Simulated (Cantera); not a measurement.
## Ignition delay

Mixture: CH4 : C2H6 : O2 : N2 = 1 : 0.1 : 3.67 : 13.8 (molar parts), at 760 Torr, adiabatic and at constant volume. Ignition delay is the time to a rise of 400 K.

Model: GRI-Mech 3.0 (53 species, 325 reactions), integrated in Cantera.

| T0 (K) | delay (ms) |
|---|---|
| 1300 | 1.48 |
| 1350 | 0.884 |
| 1400 | 0.542 |
| 1450 | 0.340 |
| 1500 | 0.220 |
| 1550 | 0.147 |
| 1600 | 0.101 |

```
Property                                                 Value
--------------------------------------------------  ----------
apparent activation energy between 1500 and 1600 K  160 kJ/mol
```
